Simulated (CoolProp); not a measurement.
The numbers come from the reference Helmholtz-energy equation of state, Lemmon 2006 in CoolProp. It is a short technical equation, of lower accuracy than the large ones.

### Question
For carbonyl sulfide, give the phase and the Z, Joule-Thomson coefficient (K/MPa), expansivity (1/kK) at 235.6 K and 30.7 MPa; 256.6 K and 30.7 MPa; 267.1 K and 30.7 MPa.

### Answer
- 235.6 K and 30.7 MPa: liquid; Z 0.790, Joule-Thomson coefficient -0.472, expansivity 1.52
- 256.6 K and 30.7 MPa: liquid; Z 0.749, Joule-Thomson coefficient -0.442, expansivity 1.60
- 267.1 K and 30.7 MPa: liquid; Z 0.732, Joule-Thomson coefficient -0.424, expansivity 1.65
